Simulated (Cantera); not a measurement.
A closed system holds: 1 mol CS2, 0.25 mol O2, 0.21 mol N2, equilibrated at 2648 K and 320000 Pa.

Equilibrium computed with Cantera from the NASA thermochemical tables; the gas is ideal and each condensed phase is pure. Candidate condensed phases: C, S; 35 gas species. Equilibrium is a limit: real reactors are often held back by kinetics, nucleation or transport.

Base state: S2 0.313, CO 0.272, CS2 0.167, N2 0.115, CS 0.106, S 0.0247, COS 0.00172, SN 0.000108 (mole fractions); condensed: gas only.

Q: What changes in the equilibrium state with this change: temperature from 2648 K to 948 K?

A: 
```csv
species,before,after
CS2,0.167,0.371
COS,0.00172,0.230
S2,0.313,0.184
CO,0.272,0.0384
CS,0.106,4.17e-9
S,0.0247,<1e-9
CO2,4.09e-6,0.0341
N2,0.115,0.141
S8,<1e-9,0.000764
SN,0.000108,<1e-9
S2O,7.17e-7,1.05e-5
```
Gases not in the tables: S3 to S7.
